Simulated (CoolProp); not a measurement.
50 sccm (0 °C, 1 atm) of nitrogen bubbles through liquid tetrahydrofuran at 301.2 K and leaves saturated at a total pressure of 0.15 MPa (ideal gas phase). Each further row changes one setting.

Computed with CoolProp (reference Helmholtz-energy equation of state, Fiedler 2023).

| case | vapour pressure (kPa) | mole fraction of vapour | delivery (mg/min) | delivery (sccm) | change of delivery for a bath 1 K warmer (%) |
|---|---|---|---|---|---|
| as stated | 24.7 | 0.165 | ___ | ___ | 5.3 |
| bath temperature 306.2 K | 30.5 | ___ | 41.0 | 12.7 | 5.3 |
| total pressure 0.3 MPa | 24.7 | ___ | ___ | ___ | 4.8 |

Problem. Complete the blanks.

Solution. 
- as stated, delivery (mg/min): 31.7
- as stated, delivery (sccm): 9.85
- bath temperature 306.2 K, mole fraction of vapour: 0.203
- total pressure 0.3 MPa, mole fraction of vapour: 0.0823
- total pressure 0.3 MPa, delivery (mg/min): 14.4
- total pressure 0.3 MPa, delivery (sccm): 4.48
